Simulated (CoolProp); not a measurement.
Vapour-liquid equilibrium of fluoroethane (R161) (1) + R227EA (2) at 324.7 K; x and y are mole fractions of (1).

The numbers come from the multi-fluid Helmholtz-energy mixture model, Wu 2012 and Lemmon 2016; pair parameters Bell 2016 in CoolProp.

| x | bubble pressure (MPa) | y at the bubble point | dew pressure at overall composition x (MPa) | liquid density (mol/L) |
|---|---|---|---|---|
| 0.05 | 0.9573 | 0.054 | 0.9568 | 7.649 |
| 0.125 | 0.9726 | 0.145 | 0.9683 | 7.984 |
| 0.2 | 1.000 | 0.244 | 0.9864 | 8.331 |
| 0.275 | 1.039 | 0.345 | 1.011 | 8.690 |
| 0.35 | 1.090 | 0.444 | 1.042 | 9.065 |
| 0.425 | 1.151 | 0.537 | 1.079 | 9.458 |
| 0.5 | 1.220 | 0.623 | 1.125 | 9.872 |
| 0.575 | 1.295 | 0.700 | 1.179 | 10.31 |
| 0.65 | 1.376 | 0.768 | 1.245 | 10.78 |
| 0.725 | 1.461 | 0.829 | 1.324 | 11.27 |
| 0.8 | 1.549 | 0.882 | 1.420 | 11.80 |
| 0.875 | 1.640 | 0.930 | 1.537 | 12.38 |
| 0.95 | 1.732 | 0.973 | 1.681 | 13.00 |

No azeotrope shows between x = 0.05 and 0.95.

The pair parameters rest on a limited set of measurements; away from them the model extrapolates.
